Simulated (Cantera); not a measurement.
Hydrocarbon pyrolysis for carbon deposition

An isothermal, constant-pressure homogeneous reactor starts with CH4 : H2 = 1 : 7.6 (molar parts), at 1900 K and 1.00 atm.

Computed with Cantera and GRI-Mech 3.0 (53 species, 325 reactions). GRI-Mech 3.0 stops at C3 and has no aromatics, soot or wall deposition, so with more carbon than oxygen in the feed, carbon stays in small species such as C2H2 where larger ones or solid carbon would form.

| t (s) | x CH4 | x H2 | x CH3 | x C2H4 | x C2H | x C2H2 |
|---|---|---|---|---|---|---|
| 3.00e-6 | 0.116 | 0.884 | 0.000131 | 5.83e-8 | <1e-12 | 1.39e-10 |
| 1.86e-5 | 0.115 | 0.884 | 0.000753 | 1.65e-5 | 2.50e-12 | 5.80e-7 |
| 0.000115 | 0.111 | 0.885 | 0.00166 | 0.000726 | 5.61e-9 | 0.000571 |
| 0.000711 | 0.0928 | 0.895 | 0.00140 | 0.000829 | 8.97e-8 | 0.00900 |
| 0.00440 | 0.0453 | 0.922 | 0.000709 | 0.000526 | 3.18e-7 | 0.0309 |
| 0.0273 | 0.0115 | 0.941 | 0.000186 | 0.000542 | 4.90e-7 | 0.0463 |
| 0.169 | 0.00589 | 0.944 | 9.60e-5 | 0.000564 | 5.21e-7 | 0.0488 |
| 1.04 | 0.00587 | 0.944 | 9.57e-5 | 0.000564 | 5.21e-7 | 0.0488 |
| 6.46 | 0.00587 | 0.944 | 9.57e-5 | 0.000564 | 5.21e-7 | 0.0488 |
| 40.0 | 0.00587 | 0.944 | 9.57e-5 | 0.000564 | 5.21e-7 | 0.0488 |
x: mole fraction; the columns are a selection and need not sum to one.

Equilibrium at this temperature and pressure: CH4 0.00587, H2 0.944, CH3 9.57e-5, C2H4 0.000564, C2H 5.21e-7, C2H2 0.0488 (gas phase only).
